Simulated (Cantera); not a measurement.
Input: 1 mol SiCl₄, 39 mol N₂, 0.25 mol H₂, held at 37.0 Pa.

These are equilibrium values from Cantera (NASA tables, ideal gas, pure condensed phases), not measurements of a reactor. Candidate condensed phases: NH₄Cl, Si, Si₃N₄; 28 gas species. The tables' values for SiCl₃ are old estimates; treat these amounts as uncertain. The numbers say what is thermodynamically allowed, not how fast it happens. All values below are at 1227 °C.

Base state: N₂ 0.954, HCl 0.0122, SiCl₄ 0.0108, Cl 0.00980, SiCl₂ 0.00836, SiCl₃ 0.00532, Cl₂ 1.04e-5 (mole fractions); condensed: gas only.

Question: What changes in the equilibrium state with this change: H₂ from 0.25 to 8.4 mol?

Answer: 
```csv
species,before,after
N₂,0.954,0.789
H₂,8.46e-7,0.146
HCl,0.0122,0.0491
SiCl₄,0.0108,1.91e-6
SiCl₂,0.00836,0.0158
Cl₂,1.04e-5,<1e-9
H,8.42e-7,0.000349
SiCl,7.82e-8,1.53e-5
Cl,0.00980,9.49e-5
SiCl₃,0.00532,9.76e-5
"Si₃N₄(s), mol",0,0.0714
```
The tables' values for SiCl₃, SiCl are old estimates; treat these amounts as uncertain.

Question: What changes in the equilibrium state with this change: H₂ from 0.25 to 0.5 mol?

Answer: 
| species | before | after |
|---|---|---|
| N₂ | 0.954 | 0.945 |
| HCl | 0.0122 | 0.0242 |
| SiCl₂ | 0.00836 | 0.0127 |
| SiCl₄ | 0.0108 | 0.00649 |
| Cl₂ | 1.04e-5 | 4.15e-6 |
| Cl | 0.00980 | 0.00619 |
| SiCl₃ | 0.00532 | 0.00509 |
